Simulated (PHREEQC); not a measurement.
Solution (41 °C): 22 mmol/kgw NH3 and 0.66 mmol/kgw Na2CO3. Closed to the air; pH follows from the charge balance.

Equilibrium calculation in PHREEQC: ion-association model, phreeqc.dat.

Each row changes one thing in this solution. No solid was allowed to form.

```
case                                        pH  ionic strength (mol/kgw)
---------------------------------------  -----  ------------------------
as made                                  10.38                   0.00227
0.009 mol/kgw CO2 added                   8.98                    0.0111
0.00083 mol/kgw Na2SO4 added             10.38                   0.00474
NH3 left out                             10.05                   0.00159
Na2CO3 left out                          10.31                  0.000653
temperature from 41 to 70 °C              9.73                   0.00197
temperature from 41 to 5 °C              11.50                   0.00248
Na2CO3 from 0.00066 to 0.000132 mol/kgw  10.32                  0.000972
```

Complexes and solids missing from the database can't appear. At this temperature some constants are extrapolated from 25 °C, and those without enthalpy data are left unchanged.
